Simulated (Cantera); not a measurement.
## Adiabatic ignition

An adiabatic, constant-pressure homogeneous reactor starts with CH3OH : O2 : N2 = 1 : 0.625 : 2.35 (molar parts), equivalence ratio 2.4, at 1498 K and 9.87 atm.

Model: GRI-Mech 3.0 (53 species, 325 reactions), integrated in Cantera. GRI-Mech 3.0 was tuned for natural gas; its chemistry of methanol as a main component is partial and can be far from experiment.

| t (s) | T (K) | x CH3OH | x O2 | x N2O | x CH4 | x NO |
|---|---|---|---|---|---|---|
| 1.00e-6 | 1498 | 0.251 | 0.157 | 8.43e-11 | 9.10e-6 | <1e-12 |
| 2.42e-6 | 1498 | 0.251 | 0.157 | 5.30e-10 | 3.03e-5 | <1e-12 |
| 5.88e-6 | 1498 | 0.250 | 0.157 | 3.04e-9 | 7.54e-5 | <1e-12 |
| 1.43e-5 | 1506 | 0.243 | 0.153 | 1.78e-8 | 0.000159 | 1.29e-12 |
| 3.46e-5 | 2450 | 2.66e-11 | 2.91e-5 | 1.13e-8 | 7.21e-9 | 1.08e-5 |
| 8.38e-5 | 2483 | 7.47e-12 | 4.63e-6 | 8.25e-9 | 1.32e-9 | 1.26e-5 |
| 0.000203 | 2484 | 7.36e-12 | 4.36e-6 | 8.20e-9 | 1.27e-9 | 1.50e-5 |
| 0.000492 | 2484 | 7.36e-12 | 4.36e-6 | 8.25e-9 | 1.27e-9 | 2.03e-5 |
| 0.00119 | 2484 | 7.36e-12 | 4.35e-6 | 8.45e-9 | 1.28e-9 | 3.22e-5 |
| 0.00289 | 2483 | 7.37e-12 | 4.34e-6 | 9.03e-9 | 1.28e-9 | 5.37e-5 |
| 0.00702 | 2483 | 7.37e-12 | 4.34e-6 | 9.79e-9 | 1.28e-9 | 7.27e-5 |
| 0.0170 | 2483 | 7.37e-12 | 4.33e-6 | 9.94e-9 | 1.28e-9 | 7.59e-5 |
| 0.0412 | 2483 | 7.37e-12 | 4.33e-6 | 9.94e-9 | 1.28e-9 | 7.59e-5 |
| 0.100 | 2483 | 7.37e-12 | 4.33e-6 | 9.94e-9 | 1.28e-9 | 7.59e-5 |
x: mole fraction; the columns are a selection and need not sum to one.

```json
{
 "time_of_steepest_temperature_rise": "24.3 µs",
 "temperature at 0.100 s": "2483 K",
 "equilibrium_temperature": "2483 K",
 "x(CH3OH) at 0.100 s": "7.37e-12 (gas-phase equilibrium 7.56e-12)",
 "x(O2) at 0.100 s": "4.33e-6 (gas-phase equilibrium 4.33e-6)",
 "x(N2O) at 0.100 s": "9.94e-9 (gas-phase equilibrium 9.94e-9)"
}
```
